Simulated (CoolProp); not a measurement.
R123 at 321.13 K and 0.704 MPa flows at 0.66 m/s in a round tube of 10 mm bore and 45 µm roughness, fully developed (64/Re and Nu = 3.66 if laminar; Colebrook and Gnielinski if turbulent). Each further row changes one setting.

The numbers come from the reference Helmholtz-energy equation of state, Younglove 1994 in CoolProp. It is a modified Benedict-Webb-Rubin equation, recast in Helmholtz form.

```json
[
 {"case": "as stated", "Reynolds number": "28500", "Darcy friction factor": "0.0326", "pressure drop (Pa/m)": "998", "heat-transfer coefficient (W/(m² K))": "[?]", "mass flow (kg/h)": "262"},
 {"case": "velocity 1.32 m/s", "Reynolds number": "57000", "Darcy friction factor": "0.0311", "pressure drop (Pa/m)": "3810", "heat-transfer coefficient (W/(m² K))": "3000", "mass flow (kg/h)": "[?]"},
 {"case": "diameter 20 mm", "Reynolds number": "57000", "Darcy friction factor": "[?]", "pressure drop (Pa/m)": "409", "heat-transfer coefficient (W/(m² K))": "1350", "mass flow (kg/h)": "[?]"}
]
```

Question: Fill in the missing entries.

Answer: 
- as stated, heat-transfer coefficient (W/(m² K)): 1520
- velocity 1.32 m/s, mass flow (kg/h): 524
- diameter 20 mm, Darcy friction factor: 0.0268
- diameter 20 mm, mass flow (kg/h): 1050

Viscosity comes from a separate model (Tanaka 1996). Thermal conductivity comes from a separate model (Laesecke 1996).
